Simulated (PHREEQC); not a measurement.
A solution holds 0.0089 mol/kgw HBr and 0.0042 mol/kgw MnSO4, at 25 °C. Closed to the air; pH follows from the charge balance.

Model: ion-association model, phreeqc.dat, run in PHREEQC.

```yaml
pH: 2.16
ionic_strength: 0.0213 mol/kgw
specific_conductance: 3770 µS/cm
total_alkalinity: -8.90 meq/kg
```

| species | molality | activity | log γ |
|---|---|---|---|
| Br- | 0.00890 | 0.00766 | -0.065 |
| H+ | 0.00778 | 0.00690 | -0.052 |
| Mn+2 | 0.00365 | 0.00214 | -0.231 |
| SO4-2 | 0.00253 | 0.00145 | -0.241 |
| HSO4- | 0.00112 | 0.000974 | -0.062 |
| MnSO4 | 0.000551 | 0.000553 | 0.002 |

This is a speciation only: nothing precipitates in the calculation. Complexes and solids missing from the database can't appear.
